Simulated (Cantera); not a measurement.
Charge: 1 mol CH3F, 14 mol H2, held at 1.00 bar.

Cantera equilibrium calculation (NASA polynomials, part measured and part estimated; ideal gas, pure solids and liquids). Candidate condensed phases: C, C6H6, C7H8, C8H18; 95 gas species. The numbers say what is thermodynamically allowed, not how fast it happens.

### Question
At 1125 K, list the 3 most abundant gas species with their mole fractions, and the condensed phases.

### Answer
H2 0.912, HF 0.0640, CH4 0.0240. Condensed: C(graphite).
